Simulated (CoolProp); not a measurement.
Saturation properties of R113 (Tc = 487.2 K, pc = 3392 kPa, ω = 0.253).

Values from CoolProp's reference Helmholtz-energy equation of state, Marx 1992.

```json
[
 {"T (K)": "243.2", "p (kPa)": "2.832", "liquid density (kg/m³)": "1691", "enthalpy of vaporisation (kJ/kg)": "167.6", "vapour Z": "0.9971"},
 {"T (K)": "257.6", "p (kPa)": "6.700", "liquid density (kg/m³)": "1658", "enthalpy of vaporisation (kJ/kg)": "163.3", "vapour Z": "0.9945"},
 {"T (K)": "272", "p (kPa)": "14.22", "liquid density (kg/m³)": "___", "enthalpy of vaporisation (kJ/kg)": "159.1", "vapour Z": "___"},
 {"T (K)": "286.4", "p (kPa)": "27.60", "liquid density (kg/m³)": "1591", "enthalpy of vaporisation (kJ/kg)": "154.9", "vapour Z": "0.9841"},
 {"T (K)": "300.9", "p (kPa)": "49.90", "liquid density (kg/m³)": "1556", "enthalpy of vaporisation (kJ/kg)": "150.5", "vapour Z": "0.9755"},
 {"T (K)": "315.3", "p (kPa)": "84.32", "liquid density (kg/m³)": "___", "enthalpy of vaporisation (kJ/kg)": "146.1", "vapour Z": "0.9640"},
 {"T (K)": "329.7", "p (kPa)": "___", "liquid density (kg/m³)": "1486", "enthalpy of vaporisation (kJ/kg)": "141.4", "vapour Z": "0.9494"},
 {"T (K)": "344.1", "p (kPa)": "206.9", "liquid density (kg/m³)": "1449", "enthalpy of vaporisation (kJ/kg)": "136.5", "vapour Z": "0.9314"},
 {"T (K)": "358.5", "p (kPa)": "304.7", "liquid density (kg/m³)": "1410", "enthalpy of vaporisation (kJ/kg)": "131.2", "vapour Z": "0.9095"},
 {"T (K)": "373", "p (kPa)": "435.1", "liquid density (kg/m³)": "1369", "enthalpy of vaporisation (kJ/kg)": "125.5", "vapour Z": "0.8834"},
 {"T (K)": "387.4", "p (kPa)": "602.2", "liquid density (kg/m³)": "1326", "enthalpy of vaporisation (kJ/kg)": "119.3", "vapour Z": "___"}
]
```

Q: Fill in the missing entries.

A: 
- 272, liquid density (kg/m³): 1624
- 272, vapour Z: 0.9903
- 315.3, liquid density (kg/m³): 1522
- 329.7, p (kPa): 135.1
- 387.4, vapour Z: 0.8531

It boils at 320.7 K under 1 atm.
